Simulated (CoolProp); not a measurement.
Vapour-liquid equilibrium of propane (1) + isohexane (2) at 0.31 MPa; x and y are mole fractions of (1).

Model: multi-fluid Helmholtz-energy mixture model, Lemmon 2009 and Lemmon 2006; pair parameters Bell 2016, in CoolProp.

Problem. Give the bubble temperature and the first vapour's composition at x = 0.5, 0.65, 0.8. Is there an azeotrope?

Solution. x = 0.5: 282.3 K, y = 0.972; x = 0.65: 273.5 K, y = 0.987; x = 0.8: 266.9 K, y = 0.994. No azeotrope shows between x = 0.05 and 0.95.

The pair parameters rest on a limited set of measurements; away from them the model extrapolates.
